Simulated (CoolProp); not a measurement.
The numbers come from the reference Helmholtz-energy equation of state, Lemmon 2006 in CoolProp. It is a short technical equation, of lower accuracy than the large ones.

### Question
Give the vapour pressure (kPa), enthalpy of vaporisation (kJ/kg), liquid cp (kJ/(kg K)), vapour Z of saturated neopentane at 77.95, 85.95, 109.95 °C.

### Answer
| T (°C) | p (kPa) | enthalpy of vaporisation (kJ/kg) | liquid cp (kJ/(kg K)) | vapour Z |
|---|---|---|---|---|
| 77.95 | 704 | 252 | 2.68 | 0.827 |
| 85.95 | 838 | 242 | 2.75 | 0.804 |
| 109.95 | 1350 | 208 | 3.03 | 0.720 |
